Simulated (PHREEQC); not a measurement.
Make-up at 25 °C: 1.6 mmol/kgw CuSO4, 0.067 mmol/kgw ZnCl2, 1.6 mmol/kgw LiNO3 and 16 mmol/kgw Ni(NO3)2. Closed to the air; pH follows from the charge balance.

Equilibrium calculation in PHREEQC: ion-association model, wateq4f.dat.

Problem. The ionic strength comes out as 0.0536 mol/kgw. What activity coefficients do NiCl+, Zn+2, NO3-, CuOH+, SO4-2 get?

Solution. NiCl+ 0.82, Zn+2 0.47, NO3- 0.80, CuOH+ 0.81, SO4-2 0.45.

This is a speciation only: nothing precipitates in the calculation. Saturation is exceeded, for instance for Brochantite; the values hold only as long as no solid forms. Complexes and solids missing from the database can't appear.
